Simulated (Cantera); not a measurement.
## Hydrogen reduction and annealing atmospheres: PbO + H₂

A closed system holds: 1 mol PbO, 1.1 mol H₂, equilibrated at 7.50 Torr.

Method: chemical equilibrium by Gibbs-energy minimisation in Cantera with the NASA 1993 tables (ideal gas, pure condensed phases). Candidate condensed phases: H₂O, Pb, PbO, PbO₂, Pb₃O₄; 12 gas species. Equilibrium is a limit: real reactors are often held back by kinetics, nucleation or transport.

From 650 K to 1325 K the condensed part is Pb(l). From 1400 K to 1550 K nothing is condensed.

```tsv
T (K)	x H₂O	x Pb	x H₂	x PbO	x H	x Pb₂	x OH	x O₂	n Pb(l)
650	0.909	9.36e-9	0.0909	<1e-12	<1e-12	<1e-12	<1e-12	<1e-12	1.00
725	0.909	3.37e-7	0.0909	<1e-12	<1e-12	<1e-12	<1e-12	<1e-12	1.00
800	0.909	6.14e-6	0.0909	4.42e-12	8.73e-12	<1e-12	<1e-12	<1e-12	1.000
875	0.909	6.74e-5	0.0909	2.31e-10	1.51e-10	2.48e-11	1.11e-12	<1e-12	1.000
950	0.909	0.000503	0.0909	6.44e-9	1.68e-9	7.20e-10	2.47e-11	<1e-12	0.999
1025	0.907	0.00278	0.0907	1.10e-7	1.31e-8	1.26e-8	3.50e-10	<1e-12	0.997
1100	0.898	0.0121	0.0898	1.28e-6	7.75e-8	1.48e-7	3.45e-9	<1e-12	0.987
1175	0.869	0.0435	0.0870	1.08e-5	3.61e-7	1.25e-6	2.52e-8	<1e-12	0.950
1250	0.787	0.134	0.0788	7.06e-5	1.36e-6	8.12e-6	1.40e-7	1.19e-11	0.830
1325	0.581	0.360	0.0585	0.000370	3.95e-6	4.24e-5	5.73e-7	1.78e-10	0.379
1400	0.475	0.475	0.0485	0.000878	1.07e-5	5.47e-5	2.09e-6	1.96e-9	0
1475	0.475	0.475	0.0491	0.00148	2.87e-5	4.18e-5	7.28e-6	1.70e-8	0
1550	0.474	0.474	0.0500	0.00237	7.04e-5	3.27e-5	2.24e-5	1.17e-7	0
```
x: gas mole fraction; n: condensed amount in mol.
